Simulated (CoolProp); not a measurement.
A simple Rankine cycle with cyclohexane: condensing at 306.15 K, boiler at 1.25 MPa, turbine inlet 473.5 K, turbine efficiency 0.75, pump efficiency 0.6, no recuperator. Each further row changes one setting.

The numbers come from the reference Helmholtz-energy equation of state, Zhou 2014 in CoolProp.

```csv
case,thermal efficiency (%),net work (kJ/kg),heat in (kJ/kg),turbine exit temperature (K),volume ratio over the turbine
as stated,18.8,121,643,?,71.0
turbine inlet 493.5 K,18.6,128,691,416.2,?
condensing temperature 298.15 K,19.8,130,?,?,?
boiler pressure 0.875 MPa,17.5,115,656,?,46.6
turbine efficiency 0.65,?,104,643,403.0,72.7
```

Q: What belongs in the gaps?

A: 
- as stated, turbine exit temperature (K): 393.8
- turbine inlet 493.5 K, volume ratio over the turbine: 69.1
- condensing temperature 298.15 K, heat in (kJ/kg): 658
- condensing temperature 298.15 K, turbine exit temperature (K): 388.3
- condensing temperature 298.15 K, volume ratio over the turbine: 99.5
- boiler pressure 0.875 MPa, turbine exit temperature (K): 404.1
- turbine efficiency 0.65, thermal efficiency (%): 16.2
